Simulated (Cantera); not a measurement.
A closed system holds: 1 mol FeCl₃, a varied amount of H₂O, 2.5 mol N₂, equilibrated at 1252 °C and 1.00 bar.

Method: chemical equilibrium by Gibbs-energy minimisation in Cantera with the NASA 1993 tables (ideal gas, pure condensed phases). Candidate condensed phases: Fe, FeCl₂, FeCl₃, FeO, Fe(OH)₂, Fe(OH)₃, Fe₂O₃, Fe₃O₄, H₂O, NH₄Cl; 37 gas species. Equilibrium is a limit: real reactors are often held back by kinetics, nucleation or transport.

Q: At 1.5 mol H₂O, list the 6 most abundant gas species with their mole fractions, and the condensed phases.

A: N₂ 0.451, HCl 0.371, H₂O 0.0851, FeCl₂ 0.0593, FeCl₃ 0.0122, O₂ 0.0111. Condensed: Fe₂O₃(s).
